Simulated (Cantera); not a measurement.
Feed: 1 mol Si, a varied amount of Br2, 47 mol N2, equilibrated at 1175 K and 0.100 bar.

Cantera equilibrium calculation (NASA polynomials, part measured and part estimated; ideal gas, pure solids and liquids). Candidate condensed phases: Br2, Si, Si3N4; 13 gas species. N2 is the only nitrogen source here; it is nearly inert below about 1500 K, so the nitride shown seldom forms there in practice. Kinetics and transport are ignored.

Question: Which condensed phases are stable at each of these points (n(Br2) (mol)): 1.2, 1.4, 1.7, 2, 2.3, 2.7, 3.1, 3.6, 4.2, 4.9, 5.8, 6.7, 7.8?

Answer: 
```tsv
n(Br2) (mol)	condensed phases	Si condensed (%)
1.2	Si3N4(s)	40.0
1.4	Si3N4(s)	30.0
1.7	Si3N4(s)	15.0
2	gas only	0.0
2.3	gas only	0.0
2.7	gas only	0.0
3.1	gas only	0.0
3.6	gas only	0.0
4.2	gas only	0.0
4.9	gas only	0.0
5.8	gas only	0.0
6.7	gas only	0.0
7.8	gas only	0.0
```

From 1.2 mol Br2 to 1.7 mol Br2 the condensed part is Si3N4(s). From 2 mol Br2 to 7.8 mol Br2 nothing is condensed.
